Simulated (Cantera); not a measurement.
Thermodynamics of silicon nitride deposition, feed Si₂Cl₆ + N₂ + H₂

Feed: 1 mol Si₂Cl₆, 9.4 mol N₂, a varied amount of H₂, equilibrated at 1725 K and 13300 Pa.

Method: chemical equilibrium by Gibbs-energy minimisation in Cantera with the NASA 1993 tables (ideal gas, pure condensed phases). Candidate condensed phases: NH₄Cl, Si, Si₃N₄; 28 gas species. The feed counts by its element totals alone. The tables' values for SiCl₃, SiCl are old estimates; treat these amounts as uncertain. Kinetics and transport are ignored.

From 1.9 mol H₂ to 69 mol H₂ the condensed part is Si₃N₄(s). The main Si-bearing gas is SiCl₂ throughout. The share of Si in condensed phases is highest at 69 mol H₂ (78.1 %) and lowest at 1.9 mol H₂ (10.1 %).

| n(H₂) (mol) | x H₂ | x N₂ | x HCl | x SiCl₂ | x SiCl₃ | n Si₃N₄(s) |
|---|---|---|---|---|---|---|
| 1.9 | 0.0627 | 0.663 | 0.146 | 0.107 | 0.0163 | 0.0674 |
| 2.7 | 0.0995 | 0.622 | 0.168 | 0.0934 | 0.0129 | 0.127 |
| 3.7 | 0.145 | 0.578 | 0.183 | 0.0801 | 0.0100 | 0.183 |
| 5.1 | 0.205 | 0.527 | 0.192 | 0.0664 | 0.00734 | 0.240 |
| 7.1 | 0.280 | 0.468 | 0.193 | 0.0530 | 0.00502 | 0.295 |
| 9.8 | 0.364 | 0.406 | 0.185 | 0.0411 | 0.00328 | 0.344 |
| 14 | 0.463 | 0.337 | 0.167 | 0.0300 | 0.00192 | 0.391 |
| 19 | 0.548 | 0.280 | 0.148 | 0.0223 | 0.00116 | 0.426 |
| 26 | 0.631 | 0.226 | 0.125 | 0.0161 | 0.000662 | 0.455 |
| 36 | 0.707 | 0.178 | 0.103 | 0.0113 | 0.000358 | 0.481 |
| 50 | 0.773 | 0.137 | 0.0815 | 0.00777 | 0.000187 | 0.503 |
| 69 | 0.826 | 0.104 | 0.0636 | 0.00532 | 9.69e-5 | 0.521 |
x: gas mole fraction; n: condensed amount in mol.
